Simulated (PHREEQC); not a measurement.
Solution (25 °C): 0.038 mol H2SO4, 0.0036 mol FeSO4 and 0.031 mol Na2SO4 per kg of water. Closed to the air; pH follows from the charge balance.

The numbers come from PHREEQC with the ion-association model, wateq4f.dat.

| quantity | before | after |
|---|---|---|
| pH | 1.52 | 1.46 |
| ionic strength (mol/kgw) | 0.132 | 0.0993 |
| HSO4- (mol/kgw) | 0.0386 | 0.0337 |
| SO4-2 (mol/kgw) | 0.0294 | 0.0208 |
| NaSO4- (mol/kgw) | 0.00294 | 0.00115 |
| SI of Mirabilite (Na2SO4:10H2O) | -3.59 | -4.27 |

**Question.** Which change was made?
(A) H2SO4 replaced by Al2(SO4)3 at the same molality
(B) temperature from 25 to 10 °C
(C) FeSO4 replaced by MgSO4 at the same molality
(D) FeSO4 from 0.0036 to 0.0072 mol/kgw
(E) Na2SO4 from 0.031 to 0.0155 mol/kgw

**Answer.** E, Na2SO4 from 0.031 to 0.0155 mol/kgw

No solid was allowed to form.
